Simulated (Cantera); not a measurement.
What does this Cantera script print?

```python
import numpy as np
import cantera as ct

gas_names = """
    AL ALCL ALCL2 ALCL3 ALH ALO ALOCL ALOH ALO2 ALO2H AL2 AL2CL6 AL2O AL2O2 CL CLO CL2 H HALO HCL HOCL
    HO2 H2 H2O H2O2 O OH O2 O3
""".split()
cond_names = """
    AL(cr) AL(L) ALCL3(s) ALCL3(L) AL2O3(a) AL2O3(L) H2O(s) H2O(L)
""".split()


# ... load() reads the species with a 1 bar reference pressure and builds the phases ...
atoms = {
    'AlCl3': {'AL': 1, 'CL': 3},
    'O2': {'O': 2},
    'H2': {'H': 2},
}
top_T = {}  # K; cautious upper limits of use, not melting points


# ... equilibrate(T, P, feed) seeds the gas with the atoms and calls Mixture.equilibrate('TP', solver="vcs", rtol=1e-11, max_steps=5000) ...
results = []
T = 2098.15  # K
P = 1300  # Pa
for m in [1.1, 1.7, 2.5, 3.8, 5.7, 8.6, 13, 20, 29, 44, 66]:
    feed = {'AlCl3': 1, 'O2': 7.3, 'H2': m}  # mol
    mix = equilibrate(T, P, feed)
    results.append((T, P, feed, dict(zip(mix.species_names, mix.species_moles))))

top = {s: max(r[3][s] / sum(r[3][g] for g in gas_names) for r in results) for s in gas_names}
cols = sorted((s for s in top if top[s] > 0.0001), key=lambda s: -top[s])[:8]
seen = [c for c in cond_names if any(r[3].get(c, 0) > 1e-12 for r in results)]
print("log10 of partial pressures in bar; condensed amounts in mol")
print(f"{'n(H2)':>10s}" + "".join(f"{s[:9]:>10s}" for s in cols + seen))
for T, P, feed, n in results:
    ng = sum(n[g] for g in gas_names)
    print(f"{feed['H2']:10.4g}" + "".join(f"{np.log10(max(n[s] / ng * P / 1e5, 1e-99)):10.3f}" for s in cols)
          + "".join(f"{n.get(c, 0):10.4g}" for c in seen))
```

Result:

```
log10 of partial pressures in bar; condensed amounts in mol
     n(H2)        H2       H2O        O2       HCL        CL         H        OH         O  AL2O3(a)
       1.1    -5.479    -3.288    -2.082    -2.754    -2.659    -5.251    -3.985    -3.903    0.4998
       1.7    -5.150    -2.972    -2.109    -2.681    -2.750    -5.087    -3.834    -3.917    0.4998
       2.5    -4.889    -2.731    -2.150    -2.640    -2.841    -4.956    -3.724    -3.938    0.4998
       3.8    -4.627    -2.506    -2.224    -2.619    -2.950    -4.825    -3.630    -3.974    0.4998
       5.7    -4.380    -2.319    -2.344    -2.618    -3.073    -4.701    -3.566    -4.035    0.4999
       8.6    -4.107    -2.159    -2.569    -2.636    -3.227    -4.565    -3.542    -4.147    0.4999
        13    -3.660    -2.029    -3.203    -2.666    -3.480    -4.342    -3.636    -4.464    0.4998
        20    -2.494    -2.109    -5.696    -2.764    -4.161    -3.758    -4.299    -5.710    0.4998
        29    -2.223    -2.260    -6.539    -2.911    -4.444    -3.623    -4.586    -6.132    0.4996
        44    -2.087    -2.434    -7.158    -3.083    -4.684    -3.555    -4.827    -6.442    0.4994
        66    -2.016    -2.605    -7.643    -3.254    -4.890    -3.519    -5.034    -6.684    0.4989
```

Method: chemical equilibrium by Gibbs-energy minimisation in Cantera with the NASA 1993 tables (ideal gas, pure condensed phases).
